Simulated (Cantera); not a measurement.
Charge: 1 mol PH3, a varied amount of O2, held at 2050 K and 57.0 bar.

Method: chemical equilibrium by Gibbs-energy minimisation in Cantera with the NASA 1993 tables (ideal gas, pure condensed phases). Candidate condensed phases: H2O, P, P4O10; 17 gas species. The ideal-gas law is rough above about 30 bar. Gases not in the tables: HPO2, HPO3 and P4O6. The numbers say what is thermodynamically allowed, not how fast it happens.

x: gas mole fraction; nothing condenses.

```tsv
n(O2) (mol)	x H2	x H2O	x O2	x P2	x PO2	x P4O10	x PO	x P4
0.019	0.748	0.0185	1.87e-12	0.204	3.17e-5	<1e-12	0.000940	0.0255
0.037	0.730	?	?	0.203	?	<1e-12	?	0.0254
0.07	0.698	0.0672	2.83e-11	0.203	0.000477	<1e-12	0.00364	0.0252
0.14	0.632	0.131	1.31e-10	0.200	0.00219	<1e-12	0.00779	0.0246
0.26	0.528	0.228	5.70e-10	0.193	0.00940	6.07e-10	0.0160	0.0230
0.5	?	?	?	?	?	?	?	?
0.96	0.213	0.458	1.41e-8	0.0981	0.166	0.00144	0.0566	0.00591
1.9	0.0287	0.739	2.02e-6	3.22e-6	0.136	0.0930	0.00388	6.36e-12
3.6	3.56e-5	0.444	0.475	<1e-12	0.00579	0.0727	3.41e-7	<1e-12
```

What belongs in the gaps?


- 0.5, x H2: 0.369
- 0.5, x H2O: 0.364
- 0.5, x O2: 2.97e-9
- 0.5, x P2: 0.169
- 0.5, x PO2: 0.0457
- 0.5, x P4O10: 1.77e-6
- 0.5, x PO: 0.0341
- 0.5, x P4: 0.0175
- 0.037, x H2O: 0.0359
- 0.037, x O2: 7.37e-12
- 0.037, x PO2: 0.000125
- 0.037, x PO: 0.00186
